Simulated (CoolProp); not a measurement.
Properties of cyclopropane along the isobar 6.09 bar.

Computed with CoolProp (reference Helmholtz-energy equation of state, Polt 1992). This equation is an older, rougher fit.

| T (K) | phase | density (kg/m³) | cv (kJ/(kg K)) | speed of sound (m/s) |
|---|---|---|---|---|
| 389.9 | gas | 8.245 | 1.610 | 284.8 |
| 397.5 | gas | 8.066 | [?] | 287.7 |
| 405 | gas | 7.899 | 1.677 | 290.5 |
| 412.6 | gas | 7.736 | 1.711 | 293.4 |
| 420.1 | gas | 7.583 | 1.744 | 296.1 |
| 427.7 | gas | 7.435 | [?] | [?] |
| 435.2 | gas | 7.295 | 1.809 | 301.5 |
| 442.8 | gas | 7.159 | 1.841 | 304.2 |
| 450.3 | gas | 7.030 | 1.872 | 306.8 |
| 457.9 | gas | 6.905 | 1.904 | 309.4 |
| 465.4 | gas | 6.786 | 1.934 | 312.0 |
| 473 | gas | 6.669 | 1.965 | 314.5 |

**Question.** Complete the blanks.

**Answer.** 
- 397.5, cv (kJ/(kg K)): 1.644
- 427.7, cv (kJ/(kg K)): 1.776
- 427.7, speed of sound (m/s): 298.9
